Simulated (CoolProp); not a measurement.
A simple Rankine cycle with isobutene: condensing at 314.15 K, boiler at 2.73 MPa, turbine inlet 435 K, turbine efficiency 0.6, pump efficiency 0.7, no recuperator. Each further row changes one setting.

The numbers come from the reference Helmholtz-energy equation of state, Lemmon 2005 in CoolProp. It is a short technical equation, of lower accuracy than the large ones.

```tsv
case	thermal efficiency (%)	net work (kJ/kg)	heat in (kJ/kg)	turbine exit temperature (K)	volume ratio over the turbine
as stated	9.0	…	527	386.8	6.31
turbine inlet 455 K	9.0	51.8	577	409.4	6.10
condensing temperature 306.15 K	9.9	54.1	546	…	7.87
boiler pressure 1.91 MPa	7.6	41.5	549	400.5	4.14
turbine efficiency 0.5	7.3	…	527	391.2	6.40
```

Question: Some entries are withheld; supply them.

Answer: 
- as stated, net work (kJ/kg): 47.4
- condensing temperature 306.15 K, turbine exit temperature (K): 382.3
- turbine efficiency 0.5, net work (kJ/kg): 38.6
